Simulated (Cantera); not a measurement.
# Abatement and gas-phase synthesis: NH3 + H2 + N2 + O2

Charge: 1 mol NH3, 9.3 mol H2, 26 mol N2, 1.7 mol O2, held at 13300 Pa.

Cantera equilibrium calculation (NASA polynomials, part measured and part estimated; ideal gas, pure solids and liquids). Candidate condensed phases: H2O; 24 gas species. Rates play no part.

From 1252 °C to 2752 °C nothing is condensed.

```tsv
T (°C)	log p N2	log p H2	log p H	log p H2O	log p OH	log p O
1252	-1.02	-1.58	-5.41	-1.92	-7.26	-11.16
1402	-1.02	-1.58	-4.72	-1.92	-6.38	-9.62
1552	-1.02	-1.58	-4.15	-1.92	-5.64	-8.32
1702	-1.02	-1.58	-3.65	-1.92	-5.01	-7.22
1852	-1.02	-1.58	-3.23	-1.92	-4.47	-6.27
2002	-1.03	-1.59	-2.87	-1.92	-4.01	-5.45
2152	-1.03	-1.60	-2.55	-1.93	-3.60	-4.72
2302	-1.03	-1.63	-2.27	-1.95	-3.25	-4.08
2452	-1.04	-1.66	-2.04	-2.00	-2.96	-3.53
2602	-1.06	-1.71	-1.83	-2.10	-2.74	-3.07
2752	-1.08	-1.78	-1.66	-2.27	-2.62	-2.71
```
log p: log10 of the partial pressure in bar; nothing condenses.
